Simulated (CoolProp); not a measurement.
Vapour-liquid equilibrium of R245fa (1) + isopentane (2) at 322.4 K; x and y are mole fractions of (1).

Computed with CoolProp (multi-fluid Helmholtz-energy mixture model, Akasaka 2015 and Lemmon 2006; pair parameters Bell 2016).

Give the bubble pressure and the first vapour's composition at x = 0.25, 0.55, 0.75. Is there an azeotrope?

x = 0.25: 3.577 bar, y = 0.527; x = 0.55: 4.078 bar, y = 0.655; x = 0.75: 4.106 bar, y = 0.709. y crosses x between x = 0.65 and 0.75: the model has an azeotrope there.

Pair parameters are fitted to limited data, so mixtures are less certain than the pure fluids. With so large a gap from Raoult's law the liquid may split in two, which this calculation doesn't test in full.
